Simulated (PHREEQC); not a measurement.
Solution (25 °C): 0.42 mol/kgw HF, 0.0017 mol/kgw NH4F and 5.9e-05 mol/kgw H2SO4. Closed to the air; pH follows from the charge balance.

The numbers come from PHREEQC with the ion-association model, phreeqc.dat.

This is a speciation only: nothing precipitates in the calculation.

Problem. Order these S species by the share of S that they hold, largest first: NH4SO4-, HSO4-, SO4-2.

Solution. HSO4- (60 %), SO4-2 (40 %), NH4SO4- (0.46 %)

Problem. Order these F species by the share of F that they hold, largest first: HF2-, HF, F-.

Solution. HF (89 %), HF2- (8.3 %), F- (2.9 %)

The pH is 1.61 and the ionic strength 0.0297 mol/kgw.
